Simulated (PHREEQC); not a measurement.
# Metal-bearing waste water: speciation

Dissolve 0.0016 mol FeSO4, 0.0027 mol CuCl2, 0.0024 mol NaHF2 and 0.0007 mol NaCl per kg of water at 30 °C. Closed to the air; pH follows from the charge balance.

Equilibrium calculation in PHREEQC: ion-association model, phreeqc.dat.

Precipitation was switched off in this run.

Problem. Predict the pH, specific conductance, ionic strength.

Solution. pH 3.34; specific conductance 1540 µS/cm; ionic strength 0.0164 mol/kgw.

Problem. In which forms is F present?

Solution. F- 59 %, HF 38 %, CuF+ 1.6 %, HF2- 0.9 %, FeF+ 0.5 % of the F.

Species that the database lacks are ignored. Fluoro complexes past AlF4- and FeF3 are missing from the database.
